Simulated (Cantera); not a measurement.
What does this Cantera script print?

```python
import numpy as np
import cantera as ct

gas_names = """
    C CH CH2 CH3 CH2OH CH3O CH4 CH3OH CO CO2 COOH C2 C2H CHCO,ketyl C2H2,acetylene C2H2,vinylidene
    CH2CO,ketene C2H3,vinyl CH3CO,acetyl C2H4 C2H4O,ethylen CH3CHO,ethanal CH3COOH (HCOOH)2 C2H5 C2H6
    CH3OCH3 C2H5OH C2O C3 C3H3,propargyl C3H4,allene C3H4,propyne C3H4,cyclo- C3H5,allyl C3H6,propylene
    C3H6,cyclo- C3H6O C3H7,n-propyl C3H7,i-propyl C3H8 C3H8O,1propanol C3H8O,2propanol C3O2 C4 C4H2
    C4H4,1,3-cyclo- C4H6,butadiene C4H6,2-butyne C4H6,cyclo- C4H8,1-butene C4H8,cis2-buten
    C4H8,tr2-butene C4H8,isobutene C4H8,cyclo- (CH3COOH)2 C4H9,n-butyl C4H9,i-butyl C4H9,s-butyl
    C4H9,t-butyl C4H10,isobutane C4H10,n-butane C5 C5H6,1,3cyclo- C5H8,cyclo- C5H10,1-pentene
    C5H10,cyclo- C5H11,pentyl C5H11,t-pentyl C5H12,n-pentane C5H12,i-pentane CH3C(CH3)2CH3 C6H2
    C6H5,phenyl C6H5O,phenoxy C6H6 C6H5OH,phenol C6H10,cyclo- C6H12,1-hexene C6H12,cyclo- C6H13,n-hexyl
    C7H7,benzyl C7H8 C7H8O,cresol C7H14,1-heptene C7H15,n-heptyl C7H16,n-heptane C8H8,styrene
    C8H10,ethylbenz C8H16,1-octene C8H17,n-octyl C8H18,isooctane C8H18,n-octane C9H19,n-nonyl
    C10H8,naphthale C10H21,n-decyl C12H9,o-bipheny C12H10,bipheny Cu CuO Cu2 H HCO HO2 H2
    HCHO,formaldehy HCOOH H2O H2O2 O OH O2 O3
""".split()
cond_names = """
    C(gr) C6H6(L) C7H8(L) C8H18(L),n-octa Cu(cr) Cu(L) CuO(s) CuO2H2(s) Cu2O(s) Cu2O(L) H2O(s) H2O(L)
""".split()


def load(file, names, dense=False):
    # The tables refer to 1 bar. Condensed volumes are neglected.
    table = {s.name: s for s in ct.Species.list_from_file(file)}
    out = []
    for n in names:
        d = dict(table[n].input_data)
        d["thermo"] = dict(d["thermo"], **{"reference-pressure": 1e5})
        if dense:
            d["equation-of-state"] = {"model": "constant-volume", "density": "1e6 g/cm^3"}
        out.append(ct.Species.from_dict(d))
    return out


gas = ct.Solution(thermo="ideal-gas", species=load("nasa_gas.yaml", gas_names))
cond = {s.name: ct.Solution(thermo="fixed-stoichiometry", species=[s], name=s.name)
        for s in load("nasa_condensed.yaml", cond_names, dense=True)}
atoms = {
    'Cu2O': {'Cu': 2, 'O': 1},
    'CO': {'C': 1, 'O': 1},
    'H2': {'H': 2},
}
top_T = {'C(gr)': 4500, 'CuO(s)': 1390}  # K; cautious upper limits of use, not melting points


def equilibrate(T, P, feed):
    n = {}
    for name, mol in feed.items():
        for a, k in atoms[name].items():
            n[a] = n.get(a, 0.0) + k * mol
    gas.TPX = T, P, n
    mass = sum(n.values()) * gas.mean_molecular_weight
    gas.equilibrate("TP")
    valid = [c for c in cond.values() if c.min_temp <= T <= top_T.get(c.name, c.max_temp)]
    mix = ct.Mixture([(gas, mass / gas.mean_molecular_weight)] + [(c, 0.0) for c in valid])
    mix.T, mix.P = T, P
    mix.equilibrate("TP", solver="vcs", rtol=1e-11, max_steps=5000)
    return mix


results = []
feed = {'Cu2O': 1, 'CO': 1.6, 'H2': 0.26}  # mol
P = 13332.2  # Pa
for T in [1298, 1348, 1398, 1448, 1498, 1548, 1598, 1648, 1698, 1748]:
    mix = equilibrate(T, P, feed)
    results.append((T, P, feed, dict(zip(mix.species_names, mix.species_moles))))

top = {s: max(r[3][s] / sum(r[3][g] for g in gas_names) for r in results) for s in gas_names}
cols = sorted((s for s in top if top[s] > 1e-06), key=lambda s: -top[s])[:7]
seen = [c for c in cond_names if any(r[3].get(c, 0) > 1e-12 for r in results)]
print("log10 of partial pressures in bar; condensed amounts in mol")
print(f"{'T/K':>10s}" + "".join(f"{s[:9]:>10s}" for s in cols + seen))
for T, P, feed, n in results:
    ng = sum(n[g] for g in gas_names)
    print(f"{T:10.4g}" + "".join(f"{np.log10(max(n[s] / ng * P / 1e5, 1e-99)):10.3f}" for s in cols)
          + "".join(f"{n.get(c, 0):10.4g}" for c in seen))
```

Output:

```
log10 of partial pressures in bar; condensed amounts in mol
       T/K       CO2        CO       H2O        H2        Cu         H        OH    Cu(cr)     Cu(L)
      1298    -1.226    -1.258    -1.914    -2.191    -6.822    -7.065    -8.677         2         0
      1348    -1.228    -1.255    -1.900    -2.218    -6.329    -6.745    -8.220         2         0
      1398    -1.231    -1.252    -1.888    -2.244    -5.887    -6.447    -7.796         0         2
      1448    -1.233    -1.250    -1.878    -2.269    -5.479    -6.170    -7.402         0         2
      1498    -1.236    -1.248    -1.869    -2.292    -5.100    -5.911    -7.035         0         2
      1548    -1.237    -1.246    -1.861    -2.314    -4.745    -5.669    -6.691         0         2
      1598    -1.239    -1.244    -1.854    -2.335    -4.413    -5.441    -6.370         0     1.999
      1648    -1.241    -1.243    -1.848    -2.355    -4.102    -5.228    -6.068         0     1.999
      1698    -1.243    -1.242    -1.842    -2.374    -3.810    -5.027    -5.784         0     1.998
      1748    -1.244    -1.241    -1.838    -2.392    -3.536    -4.837    -5.517         0     1.996
```

Cantera equilibrium calculation (NASA polynomials, part measured and part estimated; ideal gas, pure solids and liquids).
